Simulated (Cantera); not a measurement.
A perfectly stirred reactor is fed with H2 : O2 : N2 = 1 : 0.667 : 2.51 (molar parts), at 9.87 atm; it is adiabatic with a 675 K inlet, and is followed from long to short residence time, starting on the burning branch (τ in s: 0.3, 0.13, 0.057, 0.025, 0.011, 0.0048, 0.0021, 0.00092, 0.0004, 0.00018, 7.7e-05, 3.4e-05, 1.5e-05).

Computed with Cantera and the H2/O2 subset of GRI-Mech 3.0, which has no nitrogen chemistry. The hydrogen kinetics of GRI-Mech 3.0 are dated; newer H2 mechanisms differ, most at raised pressure.

| quantity | before | after |
|---|---|---|
| blow-out, bracketed by the residence times tried | burning at 15.0 µs, the shortest tried | burning at 15.0 µs, the shortest tried |
| x(H2) at τ = 0.300 s | 0.00139 | 0.000760 |
| x(O2) at τ = 0.300 s | 0.0442 | 0.0445 |
| x(H) at τ = 0.300 s | 0.000182 | 7.75e-5 |
| x(H2O2) at τ = 0.300 s | 9.80e-7 | 7.57e-7 |
| x(HO2) at τ = 0.300 s | 9.62e-6 | 7.01e-6 |
| x(H2) at τ = 2.10 ms | 0.00163 | 0.00106 |
| x(O2) at τ = 2.10 ms | 0.0442 | 0.0445 |
| x(H) at τ = 2.10 ms | 0.000220 | 0.000115 |
| x(H2O2) at τ = 2.10 ms | 1.00e-6 | 8.14e-7 |
| x(HO2) at τ = 2.10 ms | 1.01e-5 | 8.01e-6 |

What was changed between the two runs?
(A) inlet temperature 675 to 525 K
(B) inlet temperature 675 to 348 K
(C) pressure from 9.87 atm to 3.95 atm
(D) inlet temperature 675 to 725 K

A, inlet temperature 675 to 525 K
